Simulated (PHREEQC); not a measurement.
Consider water at 25 °C with 0.078 mol/kgw NaHSO4, 4e-05 mol/kgw HBr and 0.00019 mol/kgw Cu(NO3)2. Closed to the air; pH follows from the charge balance.

Equilibrium calculation in PHREEQC: ion-association model, wateq4f.dat.

Task: The ionic strength comes out as 0.144 mol/kgw. What activity coefficients do Cu+2, H+, SO4-2, HSO4-, Na+ get?

Result: Cu+2 0.36, H+ 0.81, SO4-2 0.33, HSO4- 0.75, Na+ 0.76.

Precipitation was switched off in this run.
